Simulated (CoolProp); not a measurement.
Vapour-liquid equilibrium of C2F6 (R116) (1) + R134a (2) at 0.619 MPa; x and y are mole fractions of (1).

Computed with CoolProp (multi-fluid Helmholtz-energy mixture model, Lemmon 2006 and Tillner-Roth 1994; pair parameters Bell 2016).

| x | bubble temperature (°C) | y at the bubble point | dew temperature at overall composition x (°C) | liquid density (mol/L) |
|---|---|---|---|---|
| 0.05 | 8.1 | 0.364 | 20.8 | 12.18 |
| 0.15 | -11.6 | 0.699 | 17.1 | 12.38 |
| 0.25 | -21.2 | 0.807 | 13.1 | 12.25 |
| 0.35 | -25.8 | 0.849 | 8.8 | 11.98 |
| 0.45 | -28.2 | 0.870 | 3.9 | 11.64 |
| 0.55 | -29.8 | 0.884 | -1.5 | 11.30 |
| 0.65 | -31.0 | 0.898 | -7.9 | 10.97 |
| 0.75 | -32.4 | 0.914 | -15.8 | 10.67 |
| 0.85 | -33.8 | 0.938 | -25.9 | 10.41 |
| 0.95 | -35.4 | 0.975 | -34.4 | 10.21 |

No azeotrope shows between x = 0.05 and 0.95.

The pair parameters rest on a limited set of measurements; away from them the model extrapolates. With so large a gap from Raoult's law the liquid may split in two, which this calculation doesn't test in full.
